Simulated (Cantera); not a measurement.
## Metals in furnace atmospheres: Fe + H₂S + N₂

Feed: 1 mol Fe, 0.1 mol H₂S, 150 mol N₂, held at 0.490 bar.

Equilibrium computed with Cantera from the NASA thermochemical tables; the gas is ideal and each condensed phase is pure. Candidate condensed phases: Fe, FeS, FeS₂, S; 16 gas species. Metal and sulfide melt together well below either melting point, which pure phases cannot show. Mutual solubility and eutectic melting of coexisting phases are not modelled. FeS: taken at fixed stoichiometry. Gases not in the tables: S₃ to S₇. Rates play no part.

```tsv
T (K)	x N₂	x H₂	x S₂	x Fe	n Fe(γ)	n FeS(s)	n FeS(l)	n Fe(δ)
1198	0.999	0.000663	6.95e-8	9.47e-11	0.900	0.0996	0	0
1248	0.999	0.000663	2.48e-7	4.76e-10	0.901	0.0994	0	0
1298	0.999	0.000661	7.98e-7	2.10e-9	0.901	0.0990	0	0
1348	0.999	0.000660	2.34e-6	8.32e-9	0.902	0.0984	0	0
1398	0.999	0.000659	6.35e-6	2.98e-8	0.903	0.0969	0	0
1448	0.999	0.000657	1.60e-5	9.73e-8	0.906	0.0937	0	0
1498	0.999	0.000655	3.33e-5	2.93e-7	0.912	0	0.0881	0
1548	0.999	0.000653	6.29e-5	8.22e-7	0.921	0	0.0788	0
1598	0.999	0.000651	0.000114	2.16e-6	0.937	0	0.0628	0
1648	0.999	0.000647	0.000199	5.32e-6	0.963	0	0.0363	0
1698	0.999	0.000644	0.000315	1.24e-5	0	0	0	0.998
1748	0.999	0.000643	0.000313	2.76e-5	0	0	0	0.996
```
x: gas mole fraction; n: condensed amount in mol.

From 1198 K to 1448 K the condensed part is Fe(γ) + FeS(s). From 1498 K to 1648 K the condensed part is Fe(γ) + FeS(l). From 1698 K to 1748 K the condensed part is Fe(δ).
